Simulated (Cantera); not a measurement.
A perfectly stirred reactor is fed with 35.7 % NO, 64.3 % N2, at 0.550 bar; it is held at 2025 K, and followed from long to short residence time.

Model: GRI-Mech 3.0 (53 species, 325 reactions), integrated in Cantera.

Q: Predict: x(NO) at τ = 8.90 s; x(O) at τ = 8.90 s; x(NO2) at τ = 8.90 s; x(N2O) at τ = 8.90 s; x(O2) at τ = 8.90 s; x(NO) at τ = 0.290 s; x(O) at τ = 0.290 s; x(NO2) at τ = 0.290 s; x(N2O) at τ = 0.290 s; x(O2) at τ = 0.290 s.

A: 
```
Quantity                 Result
---------------------  --------
x(NO) at τ = 8.90 s      0.0537
x(O) at τ = 8.90 s     0.000429
x(NO2) at τ = 8.90 s    5.60e-5
x(N2O) at τ = 8.90 s    1.48e-6
x(O2) at τ = 8.90 s       0.151
x(NO) at τ = 0.290 s      0.288
x(O) at τ = 0.290 s    0.000222
x(NO2) at τ = 0.290 s  0.000150
x(N2O) at τ = 0.290 s   3.71e-5
x(O2) at τ = 0.290 s     0.0345
```
